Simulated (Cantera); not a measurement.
A perfectly stirred reactor is fed with CH₄ : O₂ : N₂ = 1 : 2.78 : 10.4 (molar parts), equivalence ratio 0.72, at 7500 Torr; it is adiabatic with a 575 K inlet, and is followed from long to short residence time, starting on the burning branch (τ in s: 0.047, 0.02, 0.0088, 0.0038, 0.0017, 0.00072, 0.00031, 0.00013, 5.8e-05, 2.5e-05, 1.1e-05).

Detailed kinetics in Cantera: GRI-Mech 3.0 (53 species, 325 reactions).

**Question.** What does this change do: inlet temperature 575 to 723 K?

**Answer.** 
| quantity | before | after |
|---|---|---|
| blow-out, bracketed by the residence times tried | burning at 58.0 µs, out at 25.0 µs | burning at 25.0 µs, out at 11.0 µs |
| x(CH₄) at τ = 47.0 ms | 2.01e-6 | 1.12e-6 |
| x(O₂) at τ = 47.0 ms | 0.0545 | 0.0537 |
| x(C₂H₂) at τ = 47.0 ms | 1.26e-10 | 2.80e-11 |
| x(HO₂) at τ = 47.0 ms | 3.14e-6 | 4.45e-6 |
| x(H) at τ = 47.0 ms | 1.03e-5 | 2.66e-5 |
| x(CH₄) at τ = 0.720 ms | 7.04e-5 | 4.88e-5 |
| x(O₂) at τ = 0.720 ms | 0.0556 | 0.0554 |
| x(C₂H₂) at τ = 0.720 ms | 6.22e-8 | 2.92e-8 |
| x(HO₂) at τ = 0.720 ms | 8.56e-6 | 7.63e-6 |
| x(H) at τ = 0.720 ms | 6.89e-5 | 9.06e-5 |
